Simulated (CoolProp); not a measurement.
The fluid at 290.89 K and 0.306 MPa expands adiabatically to 0.0395 MPa with isentropic efficiency 1. The same conditions are run with several fluids, on thermodynamics alone (safety and materials aside).

Computed with CoolProp (reference Helmholtz-energy equation of state of each fluid (R22: Kamei 1995; fluoroethane (R161): Wu 2012; R125: Lemmon 2005; chlorine: Thol 2021; R143a: Lemmon and Jacobsen 2000)).

### Question
Rank R22, fluoroethane (R161), R125, chlorine, R143a by work (kJ/kg), highest first.

### Answer
fluoroethane (R161) (85.1), chlorine (55.3), R143a (50.4), R22 (47.1), R125 (36.3)

```csv
fluid,final temperature (K),final phase,final density (kg/m³)
R22,214.1,"two-phase, vapour fraction 0.980",1.99
fluoroethane (R161),216.9,"two-phase, vapour fraction 0.978",1.09
R125,237.3,gas,2.44
chlorine,219.8,"two-phase, vapour fraction 0.913",1.70
R143a,226.2,gas,1.80
```
